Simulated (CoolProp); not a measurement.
Vapour-liquid equilibrium of cyclohexane (1) + dimethyl carbonate (2) at 1210 kPa; x and y are mole fractions of (1).

Model: multi-fluid Helmholtz-energy mixture model, Zhou 2014 and Zhou 2011; pair parameters Bell 2016, in CoolProp.

```csv
x,"bubble temperature, mixture model (K)","bubble temperature, Raoult's law (K)","y, mixture model","y, Raoult's law"
0.05,463.7,467.1,0.095,0.050
0.2,456.8,467.1,0.293,0.202
0.35,453.5,467.0,0.418,0.352
0.5,452.4,466.9,0.513,0.503
0.65,452.9,466.8,0.604,0.652
0.8,455.5,466.7,0.719,0.802
0.95,462.5,466.6,0.905,0.951
```

The largest gap from Raoult's law is -14.5 K in bubble temperature, at x = 0.5. y crosses x between x = 0.5 and 0.65: the model has an azeotrope there.

Pair parameters are fitted to limited data, so mixtures are less certain than the pure fluids.
